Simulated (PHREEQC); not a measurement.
Make-up at 25 °C: 0.025 mol LiOH and 0.00014 mol CO2 per kg of water. Closed to the air; pH follows from the charge balance.

Computed with PHREEQC (ion-association model, phreeqc.dat).

Task: The ionic strength comes out as 0.0251 mol/kgw. What activity coefficients do Li+, OH-, CO3-2 get?

Result: Li+ 0.87, OH- 0.86, CO3-2 0.56.

This is a speciation only: nothing precipitates in the calculation. Species that the database lacks are ignored.
